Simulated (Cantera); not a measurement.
Input: 1 mol Si, 0.028 mol H2O, 20 mol H2, equilibrated at 1948 K and 2.00 bar.

These are equilibrium values from Cantera (NASA tables, ideal gas, pure condensed phases), not measurements of a reactor. Candidate condensed phases: H2O, Si, SiO2; 18 gas species. Gases not in the tables: Si2H6 and higher silanes. The numbers say what is thermodynamically allowed, not how fast it happens.

Base state: H2 0.998, SiO 0.00139, H 0.000798, SiH2 7.82e-5, SiH 1.26e-5, Si 1.16e-5 (mole fractions); condensed: Si(l).

Question: What changes in the equilibrium state with this change: temperature from 1948 K to 775 K?

Answer: 
| species | before | after |
|---|---|---|
| H2 | 0.998 | 1.00 |
| SiO | 0.00139 | <1e-9 |
| H | 0.000798 | <1e-9 |
| SiH2 | 7.82e-5 | <1e-9 |
| SiH | 1.26e-5 | <1e-9 |
| Si | 1.16e-5 | <1e-9 |
| Si(l), mol | 0.970 | 0 |
| Si(s), mol | 0 | 0.986 |
| SiO2(α-quartz), mol | 0 | 0.0140 |
